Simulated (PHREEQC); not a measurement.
Dissolve 0.0077 mol HCl, 0.0054 mol CuSO4 and 0.16 mol Na2SO4 per kg of water at 25 °C. Closed to the air; pH follows from the charge balance.

Model: ion-association model, phreeqc.dat, run in PHREEQC.

Precipitation was switched off in this run.

Problem. What pH does the model give?

Solution. pH 2.79.

Problem. In which forms is S present?

Solution. SO4-2 72 %, NaSO4- 23 %, HSO4- 3.4 %, CuSO4 1.8 % of the S.

Species that the database lacks are ignored.
